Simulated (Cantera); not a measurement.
# Thermodynamics of boron, boron nitride and boron oxide, feed B + N2 + H2

Feed: 1 mol B, 0.35 mol N2, 7.2 mol H2, at 20.0 Pa.

Method: chemical equilibrium by Gibbs-energy minimisation in Cantera with the NASA 1993 tables (ideal gas, pure condensed phases). Candidate condensed phases: B, BN; 15 gas species. N2 is the only nitrogen source here; it is nearly inert below about 1500 K, so the nitride shown seldom forms there in practice. Mutual solubility and eutectic melting of coexisting phases are not modelled. The tables' values for BH2 are old estimates; treat these amounts as uncertain. Rates play no part.

```
T (K)  log p H2  log p H  log p N2  log p B  log p BH2  log p BH  log p BN  n B(s)  n BN(s)
-----  --------  -------  --------  -------  ---------  --------  --------  ------  -------
1023      -3.70   -10.23      <-15     <-15     -11.87      <-15      <-15   0.300    0.700
1173      -3.70    -8.78    -13.12     <-15     -10.59      <-15      <-15   0.300    0.700
1323      -3.70    -7.65    -10.59   -14.31      -9.61    -14.17      <-15   0.300    0.700
1473      -3.70    -6.75     -8.58   -12.07      -8.83    -12.42    -15.51   0.300    0.700
1623      -3.70    -6.01     -6.95   -10.24      -8.20    -10.99    -13.15   0.308    0.692
1773      -3.71    -5.40     -5.59    -8.73      -7.68     -9.82    -11.19   0.488    0.511
1923      -3.75    -4.90     -5.05    -7.45      -7.28     -8.84     -9.85   0.997        0
2073      -3.80    -4.48     -5.07    -6.37      -6.96     -8.02     -8.94   0.977        0
2223      -3.93    -4.16     -5.13    -5.43      -6.76     -7.35     -8.18   0.815        0
```
log p: log10 of the partial pressure in bar; n: condensed amount in mol.

From 1023 K to 1773 K the condensed part is B(s) + BN(s). From 1923 K to 2223 K the condensed part is B(s).
